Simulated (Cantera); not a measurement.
**Adiabatic ignition**

An adiabatic, constant-volume homogeneous reactor starts with 1.50 % CH4, 0.539 % H2, 10.2 % O2, 87.8 % N2, at 1025 K and 860000 Pa.

Model: GRI-Mech 3.0 (53 species, 325 reactions), integrated in Cantera.

```json
[
 {"t (s)": "1.00e-6", "T (K)": "1025", "P (bar)": "8.60", "x CH4": "0.0150", "x H2": "0.00539", "x O2": "0.102", "x CH2": "<1e-12", "x C2H6": "<1e-12", "x CH2CO": "<1e-12", "x N2O": "<1e-12"},
 {"t (s)": "4.13e-6", "T (K)": "1025", "P (bar)": "8.60", "x CH4": "0.0150", "x H2": "0.00539", "x O2": "0.102", "x CH2": "<1e-12", "x C2H6": "<1e-12", "x CH2CO": "<1e-12", "x N2O": "<1e-12"},
 {"t (s)": "1.71e-5", "T (K)": "1025", "P (bar)": "8.60", "x CH4": "0.0150", "x H2": "0.00539", "x O2": "0.102", "x CH2": "<1e-12", "x C2H6": "<1e-12", "x CH2CO": "<1e-12", "x N2O": "<1e-12"},
 {"t (s)": "7.06e-5", "T (K)": "1025", "P (bar)": "8.60", "x CH4": "0.0150", "x H2": "0.00539", "x O2": "0.102", "x CH2": "<1e-12", "x C2H6": "<1e-12", "x CH2CO": "<1e-12", "x N2O": "<1e-12"},
 {"t (s)": "0.000292", "T (K)": "1025", "P (bar)": "8.60", "x CH4": "0.0150", "x H2": "0.00539", "x O2": "0.102", "x CH2": "<1e-12", "x C2H6": "<1e-12", "x CH2CO": "<1e-12", "x N2O": "<1e-12"},
 {"t (s)": "0.00120", "T (K)": "1025", "P (bar)": "8.60", "x CH4": "0.0150", "x H2": "0.00539", "x O2": "0.102", "x CH2": "<1e-12", "x C2H6": "1.52e-11", "x CH2CO": "<1e-12", "x N2O": "<1e-12"},
 {"t (s)": "0.00498", "T (K)": "1025", "P (bar)": "8.60", "x CH4": "0.0150", "x H2": "0.00539", "x O2": "0.102", "x CH2": "<1e-12", "x C2H6": "1.62e-9", "x CH2CO": "<1e-12", "x N2O": "3.59e-12"},
 {"t (s)": "0.0206", "T (K)": "1069", "P (bar)": "8.97", "x CH4": "0.0126", "x H2": "0.00465", "x O2": "0.0985", "x CH2": "9.32e-11", "x C2H6": "5.59e-5", "x CH2CO": "6.39e-7", "x N2O": "2.72e-9"},
 {"t (s)": "0.0850", "T (K)": "1528", "P (bar)": "12.8", "x CH4": "<1e-12", "x H2": "1.04e-7", "x O2": "0.0695", "x CH2": "<1e-12", "x C2H6": "<1e-12", "x CH2CO": "<1e-12", "x N2O": "1.96e-7"},
 {"t (s)": "0.351", "T (K)": "1528", "P (bar)": "12.8", "x CH4": "<1e-12", "x H2": "1.04e-7", "x O2": "0.0695", "x CH2": "<1e-12", "x C2H6": "<1e-12", "x CH2CO": "<1e-12", "x N2O": "1.96e-7"},
 {"t (s)": "1.45", "T (K)": "1528", "P (bar)": "12.8", "x CH4": "<1e-12", "x H2": "1.04e-7", "x O2": "0.0695", "x CH2": "<1e-12", "x C2H6": "<1e-12", "x CH2CO": "<1e-12", "x N2O": "1.96e-7"},
 {"t (s)": "6.00", "T (K)": "1528", "P (bar)": "12.8", "x CH4": "<1e-12", "x H2": "1.04e-7", "x O2": "0.0695", "x CH2": "<1e-12", "x C2H6": "<1e-12", "x CH2CO": "<1e-12", "x N2O": "1.96e-7"}
]
```
x: mole fraction; the columns are a selection and need not sum to one.

```yaml
time_of_steepest_temperature_rise: 22.9 ms
temperature at 6.00 s: 1528 K
equilibrium_temperature: 1526 K
x(CH4) at 6.00 s: <1e-12 (gas-phase equilibrium <1e-12)
x(H2) at 6.00 s: 1.04e-7 (gas-phase equilibrium 1.00e-7)
x(O2) at 6.00 s: 0.0695 (gas-phase equilibrium 0.0691)
```
